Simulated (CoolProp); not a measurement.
Aqueous lithium chloride as a coolant, at 8 °C, 1 atm.

Model: Melinder's fits for secondary coolants, in CoolProp.

```tsv
mass %	freezing point (°C)	conductivity (W/(m K))	viscosity (mPa s)	density (kg/m³)	Prandtl number
4.2	-4.1	0.567	1.57	1024	[?]
6.5	-7.0	0.562	1.69	1038	[?]
8.8	-10.3	0.558	1.82	1051	12.1
11.1	[?]	0.553	1.98	1065	12.9
13.4	-19.4	0.548	[?]	1078	13.7
15.7	-26.2	[?]	2.37	[?]	14.6
18	-34.9	[?]	2.60	[?]	15.7
```

Task: Fill in the missing entries.

Result: 
- 4.2, Prandtl number: 11.0
- 6.5, Prandtl number: 11.5
- 11.1, freezing point (°C): -14.2
- 13.4, viscosity (mPa s): 2.16
- 15.7, conductivity (W/(m K)): 0.544
- 15.7, density (kg/m³): 1092
- 18, conductivity (W/(m K)): 0.540
- 18, density (kg/m³): 1106
